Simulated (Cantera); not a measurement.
A jet of CH₄ : O₂ : N₂ = 0.087 : 0.18 : 0.79 (molar parts), equivalence ratio 0.97 at 300 K and 2900 Pa hits a platinum plate 4.9 cm away at a mass flux of 0.036 kg/m²/s; the plate temperature is set and raised in steps from an oxygen-covered start.

Computed with Cantera and Deutschmann's 1995 Pt surface mechanism with GRI-Mech 3.0 gas chemistry. Catalytic surfaces can have several steady states; this one follows from the mechanism file's or the stated starting coverage.

One state of this run: wall x CH₄ = 0.0241; wall x O₂ = 0.0460; wall x H₂O = 0.108; wall x OH = 2.77e-6; wall x CO = 4.52e-5; wall x CO₂ = 0.0717; θ free Pt = 0.621; θ O* = 0.378; θ OH* = 0.000895. x: mole fraction at the wall; θ: surface coverage.

**Question.** Which value of plate T (K) does it belong to?
A) 950
B) 1100
C) 1000
D) 1050

**Answer.** B, 1100
